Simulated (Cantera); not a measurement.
# Silicon nitride deposition: Si2Cl6 + NH3 + N2

A closed system holds: 1 mol Si2Cl6, a varied amount of NH3, 13 mol N2, at 1425 K and 22.0 Pa.

These are equilibrium values from Cantera (NASA tables, ideal gas, pure condensed phases), not measurements of a reactor. Candidate condensed phases: NH4Cl, Si, Si3N4; 28 gas species. The feed counts by its element totals alone. The tables' values for SiCl3, SiCl are old estimates; treat these amounts as uncertain. Equilibrium is a limit: real reactors are often held back by kinetics, nucleation or transport.

From 2.3 mol NH3 to 16 mol NH3 the condensed part is Si3N4(s). The main Si-bearing gas is SiCl2 throughout. The share of Si in condensed phases is highest at 16 mol NH3 (66.1 %) and lowest at 2.3 mol NH3 (17.1 %).

| n(NH3) (mol) | x N2 | x H2 | x HCl | x SiCl2 | x SiCl3 | n Si3N4(s) |
|---|---|---|---|---|---|---|
| 2.3 | 0.684 | 0.105 | 0.129 | 0.0793 | 0.00195 | 0.114 |
| 3.2 | 0.647 | 0.149 | 0.137 | 0.0650 | 0.00142 | 0.178 |
| 4.4 | 0.606 | 0.202 | 0.140 | 0.0519 | 0.000992 | 0.237 |
| 6.1 | 0.560 | 0.263 | 0.136 | 0.0396 | 0.000645 | 0.295 |
| 8.4 | 0.514 | 0.329 | 0.127 | 0.0293 | 0.000399 | 0.348 |
| 12 | 0.464 | 0.403 | 0.112 | 0.0200 | 0.000218 | 0.402 |
| 16 | 0.427 | 0.460 | 0.0983 | 0.0143 | 0.000127 | 0.440 |
x: gas mole fraction; n: condensed amount in mol.
